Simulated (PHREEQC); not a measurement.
HCl is added in steps, without added water, to 1 kg of water holding 50 mmol/kgw CdBr2, at 25 °C. Oxygen is held at 0.21 atm. CO2 from the air is kept out. The run lets Cd(OH)2, CdOHCl precipitate or redissolve, and no other solid.

Base run: PHREEQC, ion-association model, wateq4f.dat. Each further column changes one thing. The table gives CdCl+ (mol/kgw).

| HCl added (mol) | base | database phreeqc.dat | Debye-Hückel limiting law | Davies equation for every ion |
|---|---|---|---|---|
| 0 | 0 | 0 | 0 | 0 |
| 0.006 | 0.00163 | 0.00165 | 0.00149 | 0.00165 |
| 0.011 | 0.00287 | 0.00291 | 0.00263 | 0.00290 |
| 0.017 | 0.00423 | 0.00430 | 0.00387 | 0.00428 |
| 0.023 | 0.00548 | 0.00557 | 0.00501 | 0.00554 |
| 0.029 | 0.00662 | 0.00673 | 0.00604 | 0.00670 |
| 0.034 | 0.00750 | 0.00763 | 0.00684 | 0.00759 |
| 0.04 | 0.00848 | 0.00864 | 0.00773 | 0.00859 |

 phreeqc.dat and wateq4f.dat share most of their constants, so their agreement is no independent check. Solids allowed in the column 'database phreeqc.dat': Cd(OH)2.
